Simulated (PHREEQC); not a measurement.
1 kg of water holding 0.2 mol/kgw KCl meets 20 L of dry gas (CO2 0.5, CH4 0.5 by moles) at fixed total pressure, at 10 °C; fugacities by Peng-Robinson. The gases take part in no redox reaction, some water evaporates into the gas, and hydrates or a liquid gas phase aren't modelled. Precipitation was switched off in this run.

Computed with PHREEQC (ion-association model, phreeqc.dat).

Question: Predict dissolved CO2 (all carbonate carbon) (mol/kgw), dissolved CH4 (mol/kgw) at P (atm) = 3, 10.

Answer: 
```json
[
 {"P (atm)": "3", "dissolved CO2 (all carbonate carbon) (mol/kgw)": "0.0733", "dissolved CH4 (mol/kgw)": "0.00339"},
 {"P (atm)": "10", "dissolved CO2 (all carbonate carbon) (mol/kgw)": "0.233", "dissolved CH4 (mol/kgw)": "0.0110"}
]
```

Away from 25 °C the constants follow the database's enthalpies or fits; those with neither stay at their 25 °C values.
